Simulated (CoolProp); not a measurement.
Computed with CoolProp (reference Helmholtz-energy equation of state, Lemmon 2006). It is a short technical equation, of lower accuracy than the large ones.

Problem. For carbonyl sulfide, give the phase and the cv (kJ/(kg K)), Joule-Thomson coefficient (K/MPa) at 65.85 °C and 0.0123 MPa.

Solution. 
- 65.85 °C and 0.0123 MPa: gas; cv 0.585, Joule-Thomson coefficient 14.6
